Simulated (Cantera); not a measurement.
A freely propagating, adiabatic, planar premixed flame of 30.6 % H2, 10.9 % O2, 41.0 % N2, 17.4 % H2O, equivalence ratio 1.4, unburnt at 400 K and 9.87 atm; mixture-averaged transport, grid criteria slope 0.08 and curve 0.16, no radiation.

Cantera simulation using the H2/O2 subset of GRI-Mech 3.0, which has no nitrogen chemistry; the numbers are that mechanism's predictions, not measurements. The hydrogen kinetics of GRI-Mech 3.0 are dated; newer H2 mechanisms differ, most at raised pressure. Burning velocities carry a grid error of a few per cent, more on coarse grids.

Question: Predict: laminar burning velocity; thermal thickness; peak x(H); peak x(H2O2); peak x(O).

Answer: 
```json
{
  "laminar_burning_velocity": "118 cm/s",
  "thermal_thickness": "0.0325 mm",
  "peak x(H)": "0.00713",
  "peak x(H2O2)": "0.000477",
  "peak x(O)": "0.000461"
}
```
